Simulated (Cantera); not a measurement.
A closed system holds: 1 mol toluene, 1.7 mol H₂O, 0.52 mol H₂, at 1575 °C and 11.3 Torr.

These are equilibrium values from Cantera (NASA tables, ideal gas, pure condensed phases), not measurements of a reactor. Candidate condensed phases: C, C₆H₆, C₇H₈, C₈H₁₈, H₂O; 110 gas species. Rates play no part.

Problem. What is the equilibrium state?

Solution. 
| Item | Value |
|---|---|
| x(H₂) | 0.782 |
| x(CO) | 0.214 |
| x(H) | 0.00383 |
| x(C₂H₂ (acetylene)) | 0.000202 |
| x(CH₄) | 6.04e-6 |
| n(C(graphite)) | 5.30 mol |
| gas amount | 7.935 mol |
